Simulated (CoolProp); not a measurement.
Saturation properties of carbon monoxide (Tc = 132.9 K, pc = 3.498 MPa, ω = 0.050).

Values from CoolProp's reference Helmholtz-energy equation of state, Lemmon 2006. It is a short technical equation, of lower accuracy than the large ones.

```csv
T (K),p (MPa),vapour density (kg/m³),enthalpy of vaporisation (kJ/kg)
89.8,0.2342,9.494,202.5
94.2,0.3449,13.68,195.2
98.5,0.4864,19.01,187.2
102.8,0.6659,25.84,178.4
107.1,0.8888,34.56,168.5
111.5,1.168,45.96,157.0
115.8,1.496,60.34,144.0
120.1,1.886,79.28,128.5
124.4,2.346,105.5,109.3
```

It boils at 81.6 K under 1 atm.
